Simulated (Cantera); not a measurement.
**Equilibrium for calcination and drying: MgCO3 + C + H2O**

A closed system holds: 1 mol MgCO3, 0.15 mol C, 0.019 mol H2O, at 452 °C and 0.000720 bar.

Equilibrium computed with Cantera from the NASA thermochemical tables; the gas is ideal and each condensed phase is pure. Candidate condensed phases: C, C6H6, C7H8, C8H18, H2O, Mg, MgCO3, MgO, Mg(OH)2; 116 gas species. Equilibrium is a limit: real reactors are often held back by kinetics, nucleation or transport.

```yaml
x(CO2): 0.739
x(CO): 0.245
x(H2): 0.0116
x(H2O): 0.00465
n(MgO(s)): 1.00 mol
gas_amount: 1.169 mol
log10 activity of C(graphite) (absent): -1.07
log10 activity of MgCO3(s) (absent): -3.88
log10 activity of Mg(s) (absent): -22.34
```
